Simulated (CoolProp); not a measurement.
A single-stage vapour-compression cycle with R21: evaporating at 308.15 K (dew point), condensing at 358.15 K (bubble point), superheat 8 K, subcooling 5 K, compressor efficiency 0.85, no pressure losses. Each further row changes one setting.

Values from CoolProp's reference Helmholtz-energy equation of state, Platzer 1990. This equation is an older, rougher fit; its heat capacities, sound speeds and derivatives of the liquid may be far off and weren't checked against measurements.

| case | cooling COP | pressure ratio | discharge temperature (K) | refrigerating effect (kJ/kg) | volumetric capacity (kJ/m³) |
|---|---|---|---|---|---|
| as stated | 4.48 | 3.80 | 389.7 | 180 | 1900 |
| evaporating temperature 313.15 K | 5.14 | 3.25 | 386.7 | 182 | 2230 |
| condensing temperature 353.15 K | 5.08 | 3.39 | 383.0 | 186 | 1960 |
| subcooling 10 K | 4.62 | 3.80 | 389.7 | 186 | 1960 |
| superheat 18 K | 4.47 | 3.80 | 400.5 | 187 | 1890 |
| compressor efficiency 0.75 | 3.95 | 3.80 | 396.7 | 180 | 1900 |
